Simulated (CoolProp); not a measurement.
The fluid at 346.83 K and 1.6 MPa is throttled through a valve to 0.709 MPa with no heat exchange. The same conditions are run with several fluids, on thermodynamics alone (safety and materials aside).

Model: reference Helmholtz-energy equation of state of each fluid (R410A: Lemmon 2003; R143a: Lemmon and Jacobsen 2000; CF4 (R14): Platzer 1990; nitrous oxide: Lemmon 2006; carbonyl sulfide: Lemmon 2006), in CoolProp. The equations of Platzer and Polt are older, rougher fits. Blends and air are pseudo-pure fits.

```
fluid             temperature change (K)  final density (kg/m³)
----------------  ----------------------  ---------------------
R410A                              -11.6                   19.7
R143a                              -11.6                   23.3
CF4 (R14)                              …                      …
nitrous oxide                       -7.1                      …
carbonyl sulfide                       …                   16.3
```

### Question
Complete the blanks.

### Answer

- CF4 (R14), temperature change (K): -3.4
- CF4 (R14), final density (kg/m³): 22.2
- nitrous oxide, final density (kg/m³): 11.3
- carbonyl sulfide, temperature change (K): -13.8
